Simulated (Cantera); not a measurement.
Feed: 1 mol Si, a varied amount of Cl2, 17 mol H2, equilibrated at 277 °C and 2.60 bar.

Method: chemical equilibrium by Gibbs-energy minimisation in Cantera with the NASA 1993 tables (ideal gas, pure condensed phases). Candidate condensed phases: Si; 19 gas species. Rates play no part.

### Question
At 1.8 mol Cl2, list the 4 most abundant gas species with their mole fractions, and the condensed phases.

### Answer
H2 0.944, SiCl4 0.0343, SiHCl3 0.0214, SiH2Cl2 0.000561. Condensed: gas only.
